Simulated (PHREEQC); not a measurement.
Leach liquor: speciation

Dissolve 0.12 mol/kgw H2SO4, 5e-05 mol/kgw Al2(SO4)3 and 0.0018 mol/kgw MnSO4 at 45 °C. It is in equilibrium with CO2 at log p = -1 (atm). Otherwise closed; pH follows from the charge balance.

Computed with PHREEQC (ion-association model, phreeqc.dat).

No solid was allowed to form.

Task: What pH does the model give?

Result: pH 0.97.

Task: In which forms is S present?

Result: HSO4- 87 %, SO4-2 13 % of the S.

Complexes and solids missing from the database can't appear. Constants without temperature data keep their 25 °C values here.
